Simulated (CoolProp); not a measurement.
Vapour-liquid equilibrium of dimethyl ether (1) + R236FA (2) at 3.36 bar; x and y are mole fractions of (1).

The numbers come from the multi-fluid Helmholtz-energy mixture model, Wu 2011 and Pan 2012; pair parameters Bell 2016 in CoolProp.

**Question.** Give the bubble temperature and the first vapour's composition at x = 0.2, 0.65, 0.8. Is there an azeotrope?

**Answer.** x = 0.2: 30.2 °C, y = 0.242; x = 0.65: 19.0 °C, y = 0.821; x = 0.8: 13.4 °C, y = 0.931. No azeotrope shows between x = 0.05 and 0.95.

The pair parameters rest on a limited set of measurements; away from them the model extrapolates.
